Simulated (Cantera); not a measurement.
A closed system holds: 1 mol CH2F2, 0.99 mol CH4, 0.1 mol H2, equilibrated at 677 °C and 150 Torr.

These are equilibrium values from Cantera (NASA tables, ideal gas, pure condensed phases), not measurements of a reactor. Candidate condensed phases: C, C6H6, C7H8, C8H18; 95 gas species. Kinetics and transport are ignored.

Base state: H2 0.497, HF 0.494, CH4 0.00830 (mole fractions); condensed: C(graphite).

Task: What changes in the equilibrium state with this change: CH2F2 replaced by CCl4?

Result: 
```tsv
species	before	after
HCl	0	0.980
H2	0.497	0.0196
CH4	0.00830	1.29e-5
HF	0.494	0
C(graphite), mol	1.96	1.99
```
